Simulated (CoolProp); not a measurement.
Vapour-liquid equilibrium of R125 (1) + R115 (2) at 0.895 MPa; x and y are mole fractions of (1).

Computed with CoolProp (multi-fluid Helmholtz-energy mixture model, Lemmon 2005 and Lemmon 2016; pair parameters Bell 2016).

```json
[
 {"x": "0.05", "bubble temperature (K)": "295.5", "y at the bubble point": "0.093", "dew temperature at overall composition x (K)": "296.5", "liquid density (mol/L)": "8.448"},
 {"x": "0.125", "bubble temperature (K)": "292.5", "y at the bubble point": "0.209", "dew temperature at overall composition x (K)": "294.6", "liquid density (mol/L)": "8.603"},
 {"x": "0.2", "bubble temperature (K)": "290.2", "y at the bubble point": "0.306", "dew temperature at overall composition x (K)": "292.8", "liquid density (mol/L)": "8.752"},
 {"x": "0.275", "bubble temperature (K)": "288.3", "y at the bubble point": "0.387", "dew temperature at overall composition x (K)": "290.9", "liquid density (mol/L)": "8.899"},
 {"x": "0.35", "bubble temperature (K)": "286.8", "y at the bubble point": "0.459", "dew temperature at overall composition x (K)": "289.2", "liquid density (mol/L)": "9.045"},
 {"x": "0.425", "bubble temperature (K)": "285.6", "y at the bubble point": "?", "dew temperature at overall composition x (K)": "?", "liquid density (mol/L)": "9.196"},
 {"x": "0.5", "bubble temperature (K)": "284.6", "y at the bubble point": "0.582", "dew temperature at overall composition x (K)": "286.0", "liquid density (mol/L)": "9.351"},
 {"x": "0.575", "bubble temperature (K)": "283.8", "y at the bubble point": "0.639", "dew temperature at overall composition x (K)": "284.7", "liquid density (mol/L)": "?"},
 {"x": "0.65", "bubble temperature (K)": "283.2", "y at the bubble point": "0.695", "dew temperature at overall composition x (K)": "283.7", "liquid density (mol/L)": "9.685"},
 {"x": "0.725", "bubble temperature (K)": "282.7", "y at the bubble point": "0.752", "dew temperature at overall composition x (K)": "282.9", "liquid density (mol/L)": "9.866"},
 {"x": "0.8", "bubble temperature (K)": "282.4", "y at the bubble point": "0.811", "dew temperature at overall composition x (K)": "282.5", "liquid density (mol/L)": "10.06"},
 {"x": "0.875", "bubble temperature (K)": "282.3", "y at the bubble point": "0.875", "dew temperature at overall composition x (K)": "282.3", "liquid density (mol/L)": "?"},
 {"x": "0.95", "bubble temperature (K)": "282.4", "y at the bubble point": "0.947", "dew temperature at overall composition x (K)": "282.4", "liquid density (mol/L)": "10.47"}
]
```

Fill in the missing entries.


- 0.425, y at the bubble point: 0.523
- 0.425, dew temperature at overall composition x (K): 287.5
- 0.575, liquid density (mol/L): 9.514
- 0.875, liquid density (mol/L): 10.26

y crosses x between x = 0.875 and 0.95: the model has an azeotrope there.

The pair parameters rest on a limited set of measurements; away from them the model extrapolates.
